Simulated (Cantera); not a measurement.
Feed: 1 mol SiHCl3, 34 mol N2, equilibrated at 877 °C and 10.0 Torr.

Method: chemical equilibrium by Gibbs-energy minimisation in Cantera with the NASA 1993 tables (ideal gas, pure condensed phases). Candidate condensed phases: NH4Cl, Si, Si3N4; 28 gas species. N2 is the only nitrogen source here; it is nearly inert below about 1500 K, so the nitride shown seldom forms there in practice. The tables' values for SiCl3 are old estimates; treat these amounts as uncertain. The numbers say what is thermodynamically allowed, not how fast it happens.

Base state: N2 0.958, HCl 0.0261, SiCl4 0.0145, H2 0.00118, SiCl3 0.000312, SiCl2 7.34e-5, SiHCl3 1.34e-5 (mole fractions); condensed: Si3N4(s).

Task: What changes in the equilibrium state with this change: N2 from 34 to 1.8 mol?

Result: 
| species | before | after |
|---|---|---|
| N2 | 0.958 | 0.511 |
| HCl | 0.0261 | 0.259 |
| SiCl4 | 0.0145 | 0.187 |
| H2 | 0.00118 | 0.0399 |
| SiHCl3 | 1.34e-5 | 0.000587 |
| SiCl3 | 0.000312 | 0.00236 |
| Si3N4(s), mol | 0.158 | 0.146 |
